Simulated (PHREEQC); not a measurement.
A column of 1 m (30 cells, dispersivity 0.035 m, 3600 s a shift, diffusion coefficient 3e-10 m²/s) holds 0.0013 eq of the database's cation exchanger X per kg of pore water, first in equilibrium with 0.044 mol/kgw MnCl2 and 1e-05 mol/kgw HCl. It is flushed with 0.45 mmol/kgw PbCl2 and 0.01 mmol/kgw HCl, at 25 °C. Values are for the last cell. No CO2 enters from the air. No solid was allowed to form.

The series has 31 steps of pore volumes, from 0 to 5.017.

Model: ion-association model, phreeqc.dat, run in PHREEQC.

Q: After how many pore volumes does Pb at the outlet first reach half of its feed value?

A: By 2.7 pore volumes.
